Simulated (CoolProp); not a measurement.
Vapour-liquid equilibrium of R22 (1) + R142b (2) at 222 K; x and y are mole fractions of (1).

Computed with CoolProp (multi-fluid Helmholtz-energy mixture model, Kamei 1995 and Lemmon 2006; pair parameters Bell 2016).

Give the bubble pressure and the first vapour's composition at x = 0.05, 0.45, 0.65. Is there an azeotrope?

x = 0.05: 0.1490 bar, y = 0.198; x = 0.45: 0.3273 bar, y = 0.785; x = 0.65: 0.4245 bar, y = 0.897. No azeotrope shows between x = 0.05 and 0.95.

The pair parameters rest on a limited set of measurements; away from them the model extrapolates.
